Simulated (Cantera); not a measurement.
Cantera run, input and output.

```python
import numpy as np
import cantera as ct

gas = ct.Solution("h2o2.yaml")
gas.TPX = 1175, 41000, {'H2': 1.3, 'O2': 1, 'N2': 5.3}
inlet = ct.Reservoir(gas, clone=True)

reactor = ct.IdealGasConstPressureReactor(gas, energy="off", clone=False)
exhaust = ct.Reservoir(gas, clone=True)
tau = [3, 0.59, 0.12, 0.023, 0.0046, 0.00091, 0.00018][0]
for a, b in ((inlet, reactor), (reactor, exhaust)):
    ct.MassFlowController(a, b, mdot=lambda t: reactor.mass / tau)
net = ct.ReactorNet([reactor])
show = ['H2', 'O2', 'O', 'HO2', 'H']

rows = []
print(f"{'tau/s':>10s}{'T/K':>9s}" + "".join(f"{s:>11s}" for s in show))
for tau in [3, 0.59, 0.12, 0.023, 0.0046, 0.00091, 0.00018]:
    net.initial_time = 0.0
    net.advance(30 * tau)
    before = gas.X
    net.advance(40 * tau)
    drift = np.max(np.abs(gas.X - before) / (gas.X + 1e-9))
    rows.append([gas.T, *gas[show].X, drift])
    print(f"{tau:10.3e}{gas.T:9.1f}" + "".join(f"{x:11.3e}" for x in gas[show].X))
```

Output:

```
     tau/s      T/K         H2         O2          O        HO2          H
 3.000e+00   1175.0  9.795e-05  5.037e-02  1.108e-05  2.781e-06  2.597e-06
 5.900e-01   1175.0  2.897e-04  5.043e-02  3.500e-05  6.545e-06  1.325e-05
 1.200e-01   1175.0  8.120e-04  5.061e-02  1.067e-04  1.228e-05  6.488e-05
 2.300e-02   1175.0  2.255e-03  5.117e-02  3.243e-04  1.861e-05  3.311e-04
 4.600e-03   1175.0  5.815e-03  5.269e-02  8.972e-04  2.339e-05  1.551e-03
 9.100e-04   1175.0  1.434e-02  5.686e-02  2.299e-03  2.676e-05  6.545e-03
 1.800e-04   1175.0  3.318e-02  6.714e-02  5.012e-03  2.927e-05  2.089e-02
```

Model: the H2/O2 subset of GRI-Mech 3.0, which has no nitrogen chemistry, integrated in Cantera. The temperature is held fixed by assumption; the heat of reaction is taken as removed at once.
